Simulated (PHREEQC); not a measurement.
A solution holds 1.3 mol/kgw Na2SO4 and 0.46 mol/kgw KCl, at 25 °C. Closed to the air; pH follows from the charge balance.

All values are PHREEQC results (Pitzer model, pitzer.dat), not measurements.

No solid was allowed to form.

Task: Estimate the activity of water.

Result: activity of water 0.941.
